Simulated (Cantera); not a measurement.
Equilibrium for hydrogen reduction and annealing atmospheres: V2O5 + H2 + N2

A closed system holds: 1 mol V2O5, 0.66 mol H2, 0.45 mol N2, held at 0.00133 bar.

Equilibrium computed with Cantera from the NASA thermochemical tables; the gas is ideal and each condensed phase is pure. Candidate condensed phases: H2O, V, VN, VO, V2O3, V2O4, V2O5; 28 gas species. Condensed phases not in the tables: the oxides between V2O3 and V2O5 other than VO2. Gases not in the tables: V4O10. Rates play no part.

At 898 K the condensed part is V2O4(s) + V2O5(s). At 948 K the condensed part is V2O4(s) + V2O5(l). From 998 K to 1448 K the condensed part is V2O4(s).

```json
[
 {"T (K)": "898", "x H2O": "0.588", "x N2": "0.401", "x O2": "0.0110", "x OH": "7.59e-8", "n V2O4(s)": "0.685", "n V2O5(s)": "0.315", "n V2O5(l)": "0"},
 {"T (K)": "948", "x H2O": "0.557", "x N2": "0.380", "x O2": "0.0635", "x OH": "3.60e-7", "n V2O4(s)": "0.811", "n V2O5(s)": "0", "n V2O5(l)": "0.189"},
 {"T (K)": "998", "x H2O": "0.516", "x N2": "0.352", "x O2": "0.133", "x OH": "1.17e-6", "n V2O4(s)": "1.00", "n V2O5(s)": "0", "n V2O5(l)": "0"},
 {"T (K)": "1048", "x H2O": "0.516", "x N2": "0.352", "x O2": "0.133", "x OH": "2.98e-6", "n V2O4(s)": "1.00", "n V2O5(s)": "0", "n V2O5(l)": "0"},
 {"T (K)": "1098", "x H2O": "0.516", "x N2": "0.352", "x O2": "0.133", "x OH": "6.97e-6", "n V2O4(s)": "1.00", "n V2O5(s)": "0", "n V2O5(l)": "0"},
 {"T (K)": "1148", "x H2O": "0.516", "x N2": "0.352", "x O2": "0.133", "x OH": "1.52e-5", "n V2O4(s)": "1.00", "n V2O5(s)": "0", "n V2O5(l)": "0"},
 {"T (K)": "1198", "x H2O": "0.516", "x N2": "0.352", "x O2": "0.133", "x OH": "3.09e-5", "n V2O4(s)": "1.00", "n V2O5(s)": "0", "n V2O5(l)": "0"},
 {"T (K)": "1248", "x H2O": "0.516", "x N2": "0.351", "x O2": "0.133", "x OH": "5.94e-5", "n V2O4(s)": "1.00", "n V2O5(s)": "0", "n V2O5(l)": "0"},
 {"T (K)": "1298", "x H2O": "0.516", "x N2": "0.351", "x O2": "0.133", "x OH": "0.000109", "n V2O4(s)": "1.00", "n V2O5(s)": "0", "n V2O5(l)": "0"},
 {"T (K)": "1348", "x H2O": "0.515", "x N2": "0.351", "x O2": "0.133", "x OH": "0.000190", "n V2O4(s)": "1.000", "n V2O5(s)": "0", "n V2O5(l)": "0"},
 {"T (K)": "1398", "x H2O": "0.515", "x N2": "0.351", "x O2": "0.133", "x OH": "0.000320", "n V2O4(s)": "1.000", "n V2O5(s)": "0", "n V2O5(l)": "0"},
 {"T (K)": "1448", "x H2O": "0.515", "x N2": "0.351", "x O2": "0.132", "x OH": "0.000518", "n V2O4(s)": "1.000", "n V2O5(s)": "0", "n V2O5(l)": "0"}
]
```
x: gas mole fraction; n: condensed amount in mol.
